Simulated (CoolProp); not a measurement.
Vapour-liquid equilibrium of dimethyl ether (1) + ethanol (2) at 0.121 MPa; x and y are mole fractions of (1).

Model: multi-fluid Helmholtz-energy mixture model, Wu 2011 and Schroeder 2014; pair parameters Bell 2016, in CoolProp.

```json
[
 {"x": "0.05", "bubble temperature, mixture model (K)": "324.8", "bubble temperature, Raoult's law (K)": "334.3", "y, mixture model": "0.742", "y, Raoult's law": "0.614"},
 {"x": "0.125", "bubble temperature, mixture model (K)": "297.5", "bubble temperature, Raoult's law (K)": "311.5", "y, mixture model": "0.942", "y, Raoult's law": "0.881"},
 {"x": "0.2", "bubble temperature, mixture model (K)": "283.9", "bubble temperature, Raoult's law (K)": "297.3", "y, mixture model": "0.976", "y, Raoult's law": "0.951"},
 {"x": "0.275", "bubble temperature, mixture model (K)": "275.9", "bubble temperature, Raoult's law (K)": "287.5", "y, mixture model": "0.987", "y, Raoult's law": "0.975"},
 {"x": "0.35", "bubble temperature, mixture model (K)": "270.6", "bubble temperature, Raoult's law (K)": "280.4", "y, mixture model": "0.992", "y, Raoult's law": "0.986"},
 {"x": "0.425", "bubble temperature, mixture model (K)": "266.8", "bubble temperature, Raoult's law (K)": "274.8", "y, mixture model": "0.994", "y, Raoult's law": "0.991"},
 {"x": "0.5", "bubble temperature, mixture model (K)": "264.0", "bubble temperature, Raoult's law (K)": "270.3", "y, mixture model": "0.996", "y, Raoult's law": "0.995"},
 {"x": "0.575", "bubble temperature, mixture model (K)": "261.8", "bubble temperature, Raoult's law (K)": "266.5", "y, mixture model": "0.997", "y, Raoult's law": "0.997"},
 {"x": "0.65", "bubble temperature, mixture model (K)": "260.0", "bubble temperature, Raoult's law (K)": "263.2", "y, mixture model": "0.997", "y, Raoult's law": "0.998"},
 {"x": "0.725", "bubble temperature, mixture model (K)": "258.4", "bubble temperature, Raoult's law (K)": "260.4", "y, mixture model": "0.998", "y, Raoult's law": "0.999"},
 {"x": "0.8", "bubble temperature, mixture model (K)": "256.9", "bubble temperature, Raoult's law (K)": "258.0", "y, mixture model": "0.998", "y, Raoult's law": "0.999"},
 {"x": "0.875", "bubble temperature, mixture model (K)": "255.3", "bubble temperature, Raoult's law (K)": "255.7", "y, mixture model": "0.999", "y, Raoult's law": "1.000"},
 {"x": "0.95", "bubble temperature, mixture model (K)": "253.7", "bubble temperature, Raoult's law (K)": "253.8", "y, mixture model": "1.000", "y, Raoult's law": "1.000"}
]
```

The largest gap from Raoult's law is -14.0 K in bubble temperature, at x = 0.125. No azeotrope shows between x = 0.05 and 0.95.

The pair parameters rest on a limited set of measurements; away from them the model extrapolates. With so large a gap from Raoult's law the liquid may split in two, which this calculation doesn't test in full.
